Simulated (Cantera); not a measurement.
Charge: 1 mol B, 34 mol H2, 0.98 mol N2, equilibrated at 2148.15 K and 0.00570 bar.

Equilibrium computed with Cantera from the NASA thermochemical tables; the gas is ideal and each condensed phase is pure. Candidate condensed phases: B, BN; 15 gas species. The tables' values for BH2 are old estimates; treat these amounts as uncertain. Rates play no part.

Base state: H2 0.919, H 0.0530, N2 0.0273, BH2 0.000948, B 0.000232, BH 2.31e-5 (mole fractions); condensed: B(s).

Task: What changes in the equilibrium state with this change: temperature from 2148.15 K to 2075 K?

Result: 
```tsv
species	before	after
H2	0.919	0.938
H	0.0530	0.0342
N2	0.0273	0.0275
BH2	0.000948	0.000664
B	0.000232	7.78e-5
BH	2.31e-5	9.99e-6
B(s), mol	0.957	0.973
```
